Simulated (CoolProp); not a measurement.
Vapour-liquid equilibrium of CHF3 (R23) (1) + R22 (2) at -10.95 °C; x and y are mole fractions of (1).

Model: multi-fluid Helmholtz-energy mixture model, Penoncello 2003 and Kamei 1995; pair parameters Bell 2016, in CoolProp.

```csv
x,bubble pressure (bar),y at the bubble point,dew pressure at overall composition x (bar),liquid density (mol/L)
0.05,4.260,0.217,3.592,15.31
0.15,5.883,0.469,3.964,15.43
0.25,7.448,0.612,(withheld),15.55
0.35,8.951,0.705,4.988,15.65
0.45,10.39,0.771,5.718,15.74
0.55,11.79,0.824,6.683,15.81
0.65,13.17,0.867,8.007,(withheld)
0.75,14.56,0.906,9.890,15.90
0.85,(withheld),(withheld),(withheld),15.92
0.95,17.53,0.980,16.28,15.90
```

Task: Complete the blanks.

Result: 
- 0.25, dew pressure at overall composition x (bar): 4.419
- 0.65, liquid density (mol/L): 15.87
- 0.85, bubble pressure (bar): 16.00
- 0.85, y at the bubble point: 0.943
- 0.85, dew pressure at overall composition x (bar): 12.61

No azeotrope shows between x = 0.05 and 0.95.

Pair parameters are fitted to limited data, so mixtures are less certain than the pure fluids. The gap from Raoult's law changes sign with composition, which may be real or a fault of the pair parameters; it wasn't checked against measurements.
